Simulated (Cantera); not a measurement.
Mg(OH)2 + H2O + H2 (calcination and drying)

A closed system holds: 1 mol Mg(OH)2, 0.68 mol H2O, 0.6 mol H2, equilibrated at 1025 K and 0.000230 bar.

Cantera equilibrium calculation (NASA polynomials, part measured and part estimated; ideal gas, pure solids and liquids). Candidate condensed phases: H2O, Mg, MgO, Mg(OH)2; 15 gas species. The numbers say what is thermodynamically allowed, not how fast it happens.

* **x(H2O)**: 0.737
* **x(H2)**: 0.263
* **n(MgO(s))**: 1.00 mol
* **gas amount**: 2.280 mol
* **log10 activity of Mg(l) (absent)**: -15.69
